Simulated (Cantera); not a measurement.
A freely propagating, adiabatic, planar premixed flame of 11.7 % CH₄, 2.93 % CO, 17.8 % O₂, 67.6 % N₂, unburnt at 425 K and 1.00 bar; multicomponent transport, grid criteria slope 0.08 and curve 0.16, no radiation.

Cantera simulation using GRI-Mech 3.0 (53 species, 325 reactions); the numbers are that mechanism's predictions, not measurements. Burning velocities carry a grid error of a few per cent, more on coarse grids.

Predict: laminar burning velocity; thermal thickness; peak x(CH₂); peak x(C₂H).


| Property | Result |
|---|---|
| laminar burning velocity | 39.1 cm/s |
| thermal thickness | 0.585 mm |
| peak x(CH₂) | 5.70e-5 |
| peak x(C₂H) | 1.12e-6 |
